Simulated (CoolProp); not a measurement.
Properties of n-heptane along the isotherm 98.05 °C.

Values from CoolProp's reference Helmholtz-energy equation of state, Span 2003. It is a short technical equation, of lower accuracy than the large ones.

```json
[
 {"p (bar)": "6.93", "phase": "liquid", "isothermal compressibility (1/MPa)": "0.002853", "viscosity (µPa s)": "200", "conductivity (mW/(m K))": "102", "fugacity coefficient": "___"},
 {"p (bar)": "13.9", "phase": "liquid", "isothermal compressibility (1/MPa)": "0.002792", "viscosity (µPa s)": "202", "conductivity (mW/(m K))": "102", "fugacity coefficient": "0.07340"},
 {"p (bar)": "20.8", "phase": "liquid", "isothermal compressibility (1/MPa)": "0.002734", "viscosity (µPa s)": "204", "conductivity (mW/(m K))": "103", "fugacity coefficient": "0.05086"},
 {"p (bar)": "27.7", "phase": "liquid", "isothermal compressibility (1/MPa)": "___", "viscosity (µPa s)": "206", "conductivity (mW/(m K))": "103", "fugacity coefficient": "0.03960"},
 {"p (bar)": "34.7", "phase": "liquid", "isothermal compressibility (1/MPa)": "0.002626", "viscosity (µPa s)": "208", "conductivity (mW/(m K))": "104", "fugacity coefficient": "0.03279"},
 {"p (bar)": "41.6", "phase": "liquid", "isothermal compressibility (1/MPa)": "0.002576", "viscosity (µPa s)": "210", "conductivity (mW/(m K))": "104", "fugacity coefficient": "___"},
 {"p (bar)": "48.5", "phase": "liquid", "isothermal compressibility (1/MPa)": "0.002527", "viscosity (µPa s)": "212", "conductivity (mW/(m K))": "105", "fugacity coefficient": "0.02522"},
 {"p (bar)": "55.5", "phase": "liquid", "isothermal compressibility (1/MPa)": "0.002481", "viscosity (µPa s)": "214", "conductivity (mW/(m K))": "105", "fugacity coefficient": "0.02286"},
 {"p (bar)": "62.4", "phase": "liquid", "isothermal compressibility (1/MPa)": "0.002437", "viscosity (µPa s)": "216", "conductivity (mW/(m K))": "106", "fugacity coefficient": "0.02107"},
 {"p (bar)": "69.3", "phase": "liquid", "isothermal compressibility (1/MPa)": "0.002394", "viscosity (µPa s)": "218", "conductivity (mW/(m K))": "106", "fugacity coefficient": "0.01967"}
]
```

Some entries are withheld; supply them.


- 6.93, fugacity coefficient: 0.1419
- 27.7, isothermal compressibility (1/MPa): 0.002679
- 41.6, fugacity coefficient: 0.02836

Viscosity comes from a separate model (Michailidou 2014). Thermal conductivity comes from a separate model (Assael 2013).
